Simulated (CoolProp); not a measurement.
Carbon dioxide along the isobar 9.72 MPa: Z from the reference equation and from simpler models built on Tc = 31.0 °C, pc = 7.377 MPa, ω = 0.224; each cubic takes its own stable root.

Model: reference Helmholtz-energy equation of state, Span 1996, in CoolProp.

```csv
T (°C),phase,reference
-9.55,liquid,0.1918
0.75,liquid,0.1939
11.15,liquid,0.1986
21.45,liquid,0.2074
31.85,supercritical,0.2268
42.15,supercritical,0.3004
52.55,supercritical,0.4876
62.85,supercritical,0.5877
73.15,supercritical,0.6529
83.55,supercritical,0.7017
93.85,supercritical,0.7400
104.25,supercritical,0.7715
114.55,supercritical,0.7978
124.95,supercritical,0.8203
135.25,supercritical,0.8396
```

Problem. How far does each simpler model (van der Waals, Redlich-Kwong, Soave-Redlich-Kwong, Peng-Robinson) lie from the reference over these 15 states: mean and median of the absolute difference, and the worst?

Solution. 
- van der Waals: mean 22.0 %, median 8.9 %, worst +54.2 % at -9.55 °C and 9.72 MPa
- Redlich-Kwong: mean 8.0 %, median 3.2 %, worst +19.5 % at 31.85 °C and 9.72 MPa
- Soave-Redlich-Kwong: mean 7.9 %, median 3.9 %, worst +19.8 % at 31.85 °C and 9.72 MPa
- Peng-Robinson: mean 2.5 %, median 1.4 %, worst +10.8 % at 42.15 °C and 9.72 MPa
